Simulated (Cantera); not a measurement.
Input: 1 mol Si3N4, 0.011 mol O2, 100 mol H2, at 1650 °C and 52000 Pa.

Equilibrium computed with Cantera from the NASA thermochemical tables; the gas is ideal and each condensed phase is pure. Candidate condensed phases: H2O, Si, SiO2, Si2N2O, Si3N4; 35 gas species. Gases not in the tables: Si2H6 and higher silanes. The numbers say what is thermodynamically allowed, not how fast it happens.

Base state: H2 0.979, N2 0.0196, H 0.00129, SiO 0.000215, SiH2 6.59e-5, Si 3.27e-5, SiH 1.91e-5 (mole fractions); condensed: Si(l).

### Question
What changes in the equilibrium state with this change: temperature from 1650 °C to 1852 °C?

### Answer
| species | before | after |
|---|---|---|
| H2 | 0.979 | 0.975 |
| N2 | 0.0196 | 0.0195 |
| H | 0.00129 | 0.00497 |
| Si | 3.27e-5 | 0.000334 |
| SiH | 1.91e-5 | 0.000122 |
| SiH2 | 6.59e-5 | 0.000202 |
| Si(l), mol | 2.97 | 2.91 |
